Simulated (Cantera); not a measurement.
Input (Python, Cantera) and output of one run.

```python
import numpy as np
import cantera as ct

gas_names = """
    CL CL2 H HCL H2 N NH NH2 NH3 N2 N2H2 N2H4 Si SiCL SiCL2 SiCL3 SiCL4 SiH SiHCL3 SiH2 SiH2CL2 SiH3
    SiH3CL SiH4 SiN Si2 Si2N Si3
""".split()
cond_names = """
    NH4CL(a) NH4CL(b) Si(cr) Si(L) Si3N4(a)
""".split()


# ... load() reads the species with a 1 bar reference pressure and builds the phases ...
atoms = {
    'SiCl4': {'Si': 1, 'CL': 4},
    'NH3': {'N': 1, 'H': 3},
    'N2': {'N': 2},
}
top_T = {'Si3N4(a)': 2400}  # K; cautious upper limits of use, not melting points


# ... equilibrate(T, P, feed) seeds the gas with the atoms and calls Mixture.equilibrate('TP', solver="gibbs", rtol=1e-10, max_steps=50000) ...
results = []
P = 200  # Pa
for T in [1198, 1248, 1298, 1348, 1398, 1448, 1498, 1548, 1598, 1648, 1698, 1748, 1798]:
    for m in [4.1, 5.2, 6.5, 8.3, 10, 13, 17, 21, 27, 34, 43]:
        feed = {'SiCl4': 1, 'NH3': m, 'N2': 12}  # mol
        mix = equilibrate(T, P, feed)
        results.append((T, P, feed, dict(zip(mix.species_names, mix.species_moles))))

for T, P, feed, n in results:
    print(f"{T:7g} {feed['NH3']:10.4g}  " + (" + ".join(c for c in cond_names if n.get(c, 0) > 1e-12) or "gas only"))
```

Result:

```
   1198        4.1  Si3N4(a)
   1198        5.2  Si3N4(a)
   1198        6.5  Si3N4(a)
   1198        8.3  Si3N4(a)
   1198         10  Si3N4(a)
   1198         13  Si3N4(a)
   1198         17  Si3N4(a)
   1198         21  Si3N4(a)
   1198         27  Si3N4(a)
   1198         34  Si3N4(a)
   1198         43  Si3N4(a)
   1248        4.1  Si3N4(a)
   1248        5.2  Si3N4(a)
   1248        6.5  Si3N4(a)
   1248        8.3  Si3N4(a)
   1248         10  Si3N4(a)
   1248         13  Si3N4(a)
   1248         17  Si3N4(a)
   1248         21  Si3N4(a)
   1248         27  Si3N4(a)
   1248         34  Si3N4(a)
   1248         43  Si3N4(a)
   1298        4.1  Si3N4(a)
   1298        5.2  Si3N4(a)
   1298        6.5  Si3N4(a)
   1298        8.3  Si3N4(a)
   1298         10  Si3N4(a)
   1298         13  Si3N4(a)
   1298         17  Si3N4(a)
   1298         21  Si3N4(a)
   1298         27  Si3N4(a)
   1298         34  Si3N4(a)
   1298         43  Si3N4(a)
   1348        4.1  Si3N4(a)
   1348        5.2  Si3N4(a)
   1348        6.5  Si3N4(a)
   1348        8.3  Si3N4(a)
   1348         10  Si3N4(a)
   1348         13  Si3N4(a)
   1348         17  Si3N4(a)
   1348         21  Si3N4(a)
   1348         27  Si3N4(a)
   1348         34  Si3N4(a)
   1348         43  Si3N4(a)
   1398        4.1  Si3N4(a)
   1398        5.2  Si3N4(a)
   1398        6.5  Si3N4(a)
   1398        8.3  Si3N4(a)
   1398         10  Si3N4(a)
   1398         13  Si3N4(a)
   1398         17  Si3N4(a)
   1398         21  Si3N4(a)
   1398         27  Si3N4(a)
   1398         34  Si3N4(a)
   1398         43  Si3N4(a)
   1448        4.1  Si3N4(a)
   1448        5.2  Si3N4(a)
   1448        6.5  Si3N4(a)
   1448        8.3  Si3N4(a)
   1448         10  Si3N4(a)
   1448         13  Si3N4(a)
   1448         17  Si3N4(a)
   1448         21  Si3N4(a)
   1448         27  Si3N4(a)
   1448         34  Si3N4(a)
   1448         43  Si3N4(a)
   1498        4.1  Si3N4(a)
   1498        5.2  Si3N4(a)
   1498        6.5  Si3N4(a)
   1498        8.3  Si3N4(a)
   1498         10  Si3N4(a)
   1498         13  Si3N4(a)
   1498         17  Si3N4(a)
   1498         21  Si3N4(a)
   1498         27  Si3N4(a)
   1498         34  Si3N4(a)
   1498         43  Si3N4(a)
   1548        4.1  Si3N4(a)
   1548        5.2  Si3N4(a)
   1548        6.5  Si3N4(a)
   1548        8.3  Si3N4(a)
   1548         10  Si3N4(a)
   1548         13  Si3N4(a)
   1548         17  Si3N4(a)
   1548         21  Si3N4(a)
   1548         27  Si3N4(a)
   1548         34  Si3N4(a)
   1548         43  Si3N4(a)
   1598        4.1  Si3N4(a)
   1598        5.2  Si3N4(a)
   1598        6.5  Si3N4(a)
   1598        8.3  Si3N4(a)
   1598         10  Si3N4(a)
   1598         13  Si3N4(a)
   1598         17  Si3N4(a)
   1598         21  Si3N4(a)
   1598         27  Si3N4(a)
   1598         34  Si3N4(a)
   1598         43  Si3N4(a)
   1648        4.1  gas only
   1648        5.2  gas only
   1648        6.5  gas only
   1648        8.3  Si3N4(a)
   1648         10  Si3N4(a)
   1648         13  Si3N4(a)
   1648         17  Si3N4(a)
   1648         21  Si3N4(a)
   1648         27  Si3N4(a)
   1648         34  Si3N4(a)
   1648         43  Si(cr) + Si3N4(a)
   1698        4.1  gas only
   1698        5.2  gas only
   1698        6.5  gas only
   1698        8.3  gas only
   1698         10  gas only
   1698         13  Si(L)
   1698         17  Si(L)
   1698         21  Si(L)
   1698         27  Si(L)
   1698         34  Si(L)
   1698         43  Si(L)
   1748        4.1  gas only
   1748        5.2  gas only
   1748        6.5  gas only
   1748        8.3  gas only
   1748         10  gas only
   1748         13  Si(L)
   1748         17  Si(L)
   1748         21  Si(L)
   1748         27  Si(L)
   1748         34  Si(L)
   1748         43  Si(L)
   1798        4.1  gas only
   1798        5.2  gas only
   1798        6.5  gas only
   1798        8.3  gas only
   1798         10  gas only
   1798         13  Si(L)
   1798         17  Si(L)
   1798         21  Si(L)
   1798         27  Si(L)
   1798         34  Si(L)
   1798         43  Si(L)
```

Method: chemical equilibrium by Gibbs-energy minimisation in Cantera with the NASA 1993 tables (ideal gas, pure condensed phases). Mutual solubility and eutectic melting of coexisting phases are not modelled. The tables' values for SiCl3 are old estimates.
